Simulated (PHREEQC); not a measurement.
Metal-bearing waste water: an equilibrium model

Consider water at 80 °C with 40 mmol/kgw FeSO4, 39 mmol/kgw MgSO4, 0.12 mmol/kgw NaHCO3 and 0.032 mmol/kgw NaCl. Closed to the air; pH follows from the charge balance.

Equilibrium calculation in PHREEQC: ion-association model, phreeqc.dat.

Each row changes one thing in this solution. This is a speciation only: nothing precipitates in the calculation.

| case | pH | ionic strength (mol/kgw) | SO4-2 (mol/kgw) | MgSO4 (mol/kgw) | Mg+2 (mol/kgw) | Na+ (mol/kgw) | SI of Halite (NaCl) |
|---|---|---|---|---|---|---|---|
| as made | 5.93 | 0.115 | 0.0288 | 0.0277 | 0.0113 | 0.000143 | -10.21 |
| diluted 10-fold with water | 5.83 | 0.0175 | 0.00437 | 0.00204 | 0.00186 | 1.49e-5 | -12.06 |
| NaCl replaced by ZnCl2 at the same molality | 5.93 | 0.115 | 0.0288 | 0.0277 | 0.0113 | 0.000113 | -10.01 |
| FeSO4 from 0.04 to 0.044 mol/kgw | 5.91 | 0.121 | 0.0303 | 0.0278 | 0.0112 | 0.000143 | -10.21 |
| FeSO4 replaced by KHSO4 at the same molality | 2.08 | 0.109 | 0.0206 | 0.0251 | 0.0138 | 0.000146 | -10.19 |
| FeSO4 replaced by CuSO4 at the same molality | 4.26 | 0.129 | 0.0321 | 0.0279 | 0.0111 | 0.000143 | -10.29 |
| 0.0059 mol/kgw NaOH added | 7.90 | 0.119 | 0.0309 | 0.0280 | 0.0109 | 0.00568 | -8.61 |
| temperature from 80 to 20 °C | 6.78 | 0.173 | 0.0432 | 0.0190 | 0.0200 | 0.000143 | -10.17 |

Complexes and solids missing from the database can't appear. Some of these states are supersaturated (in Siderite, for instance). Constants without temperature data keep their 25 °C values here.
